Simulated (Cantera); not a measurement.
Feed: 1 mol Fe2O3, 0.33 mol SO2, 1.1 mol O2, equilibrated at 0.133 bar.

Cantera equilibrium calculation (NASA polynomials, part measured and part estimated; ideal gas, pure solids and liquids). Candidate condensed phases: Fe, FeO, FeS, FeSO4, FeS2, Fe2O3, Fe2(SO4)3, Fe3O4, S; 12 gas species. Kinetics and transport are ignored. All values below are at 1523 K.

Base state: O2 0.769, SO2 0.229, SO3 0.00244, O 1.32e-5 (mole fractions); condensed: Fe2O3(s).

**Question.** What changes in the equilibrium state with this change: pressure from 0.133 bar to 1.80 bar?

**Answer.** 
```csv
species,before,after
O2,0.769,0.768
SO2,0.229,0.223
SO3,0.00244,0.00873
O,1.32e-5,3.60e-6
"Fe2O3(s), mol",1.00,1.00
```
